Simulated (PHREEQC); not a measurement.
## Reverse-osmosis permeate: an equilibrium model

A made-up water analysis in mg/L, 25 °C, pH 6.41, pe 9.6:

```csv
constituent,mg/L
Na,1.53
K,0.00386
Ca,0.451
Mg,1.03
Cl,4.18
S(6) as SO4,1.32
Alkalinity as HCO3,1.8
Br,0.0044
O(0) (dissolved oxygen),0.00404
```

Na is adjusted to close the charge balance.
Valence states are taken as typed.

Computed with PHREEQC (ion-association model, wateq4f.dat).

```json
{
  "ionic_strength": "0.000242 mol/kgw"
}
```

```csv
species,molality,activity,log γ
Cl-,0.000118,0.000116,-0.008
Na+,6.76e-5,6.64e-5,-0.008
Mg+2,4.22e-5,3.93e-5,-0.031
HCO3-,2.98e-5,2.93e-5,-0.008
CO2,2.56e-5,2.56e-5,0.000
SO4-2,1.36e-5,1.27e-5,-0.031
Ca+2,1.12e-5,1.04e-5,-0.031
H+,3.96e-7,3.89e-7,-0.008
O2,1.26e-7,1.26e-7,0.000
MgSO4,1.17e-7,1.17e-7,0.000
K+,9.87e-8,9.70e-8,-0.008
```

Precipitation was switched off in this run.
